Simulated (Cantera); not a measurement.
C₃H₆ + O₂ + N₂ (carbon deposition, reforming and gasification)

Charge: 1 mol C₃H₆, 0.02 mol O₂, 30 mol N₂, held at 10.0 Torr.

Cantera equilibrium calculation (NASA polynomials, part measured and part estimated; ideal gas, pure solids and liquids). Candidate condensed phases: C, C₆H₆, C₇H₈, C₈H₁₈, H₂O; 136 gas species. The numbers say what is thermodynamically allowed, not how fast it happens.

From 1225 °C to 2025 °C the condensed part is C(graphite). The main C-bearing gas is CO at 1225 °C and HCN at 2025 °C. The share of C in condensed phases is highest at 1225 °C (98.3 %) and lowest at 2025 °C (85.1 %).

```tsv
T (°C)	x N₂	x H₂	x H	x HCN	x CO	x HNC	x C₂H₂ (acetylene)	x CN	n C(graphite)
1225	0.908	0.0906	4.48e-5	0.000299	0.00121	5.01e-6	7.99e-7	7.17e-10	2.95
1325	0.908	0.0904	0.000139	0.000579	0.00121	1.32e-5	2.44e-6	6.43e-9	2.94
1425	0.907	0.0901	0.000376	0.00104	0.00121	3.08e-5	6.49e-6	4.44e-8	2.92
1525	0.907	0.0894	0.000912	0.00173	0.00121	6.54e-5	1.54e-5	2.47e-7	2.90
1625	0.906	0.0882	0.00201	0.00273	0.00121	0.000128	3.32e-5	1.14e-6	2.86
1725	0.904	0.0863	0.00408	0.00409	0.00121	0.000231	6.55e-5	4.53e-6	2.81
1825	0.901	0.0834	0.00770	0.00584	0.00121	0.000393	0.000119	1.57e-5	2.74
1925	0.897	0.0789	0.0135	0.00797	0.00120	0.000628	0.000200	4.85e-5	2.66
2025	0.892	0.0726	0.0224	0.0104	0.00120	0.000945	0.000311	0.000136	2.55
```
x: gas mole fraction; n: condensed amount in mol.
